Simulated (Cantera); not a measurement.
Input (Python, Cantera):

```python
import numpy as np
import cantera as ct

gas = ct.Solution("gri30.yaml")
gas.TPX = 1125, 37000, {'CO': 0.0023, 'O2': 0.0042, 'H2O': 0.00015, 'N2': 2.3}
reactor = ct.IdealGasConstPressureReactor(gas, energy="off", clone=False)
net = ct.ReactorNet([reactor])
net.rtol, net.atol = 1e-08, 1e-18
show = ['CO', 'O2', 'H2O', 'CO2', 'NO', 'O', 'NO2']
times = np.geomspace(4e-06, 100, 12)

steps = ct.SolutionArray(gas, extra=["t"])
rows = []
print(f"{'t/s':>10s}{'T/K':>9s}{'P/Pa':>11s}" + "".join(f"{s:>11s}" for s in show))
for t in times:
    while net.time < t:
        t_next = net.step()
        steps.append(gas.state, t=t_next)
    rows.append([np.interp(t, steps.t, y) for y in (steps.T, steps.P, *steps(*show).X.T)])
    print(f"{t:10.3e}{rows[-1][0]:9.1f}{rows[-1][1]:11.4g}" + "".join(f"{x:11.3e}" for x in rows[-1][2:]))
rate = np.gradient(steps.T, steps.t)
print("integrator steps:", len(steps.t))
if steps.T.max() > steps.T[0] + 200:
    print(f"time of steepest temperature rise: {steps.t[rate.argmax()]:.4e} s")
gas.TPX = 1125, 37000, {'CO': 0.0023, 'O2': 0.0042, 'H2O': 0.00015, 'N2': 2.3}
gas.equilibrate("TP")
print(f"equilibrium (TP): T = {gas.T:.1f} K  " + "  ".join(f"{s} {gas[s].X[0]:.3e}" for s in show))
```

Result:

```
       t/s      T/K       P/Pa         CO         O2        H2O        CO2         NO          O        NO2
 4.000e-06   1125.0    3.7e+04  9.971e-04  1.821e-03  6.503e-05  3.719e-14  8.308e-26  3.719e-14  1.746e-36
 1.882e-05   1125.0    3.7e+04  9.971e-04  1.821e-03  6.503e-05  1.750e-13  1.793e-24  1.750e-13  1.694e-34
 8.854e-05   1125.0    3.7e+04  9.971e-04  1.821e-03  6.503e-05  8.234e-13  3.816e-23  8.231e-13  1.114e-32
 4.166e-04   1125.0    3.7e+04  9.971e-04  1.821e-03  6.503e-05  3.876e-12  1.019e-21  3.870e-12  1.146e-30
 1.960e-03   1125.0    3.7e+04  9.971e-04  1.821e-03  6.503e-05  1.831e-11  2.863e-20  1.815e-11  1.644e-28
 9.221e-03   1125.0    3.7e+04  9.971e-04  1.821e-03  6.503e-05  8.965e-11  6.909e-19  8.585e-11  3.113e-26
 4.338e-02   1125.0    3.7e+04  9.971e-04  1.821e-03  6.503e-05  6.446e-10  1.803e-17  5.324e-10  3.728e-23
 2.041e-01   1125.0    3.7e+04  9.970e-04  1.821e-03  6.502e-05  8.404e-08  4.534e-15  5.653e-08  4.106e-18
 9.602e-01   1125.0    3.7e+04  2.940e-04  1.460e-03  6.154e-05  7.034e-04  5.741e-08  2.096e-05  9.452e-11
 4.518e+00   1125.0    3.7e+04  1.462e-05  1.329e-03  6.474e-05  9.830e-04  1.178e-07  1.068e-06  1.089e-09
 2.125e+01   1125.0    3.7e+04  4.591e-07  1.323e-03  6.500e-05  9.972e-04  1.301e-07  5.477e-08  2.357e-09
 1.000e+02   1125.0    3.7e+04  6.177e-09  1.323e-03  6.504e-05  9.976e-04  1.333e-07  6.855e-09  1.263e-09
integrator steps: 1485
equilibrium (TP): T = 1125.0 K  CO 1.206e-10  O2 1.318e-03  H2O 6.506e-05  CO2 9.976e-04  NO 9.515e-06  O 2.773e-10  NO2 1.135e-08
```

Computed with Cantera and GRI-Mech 3.0 (53 species, 325 reactions).
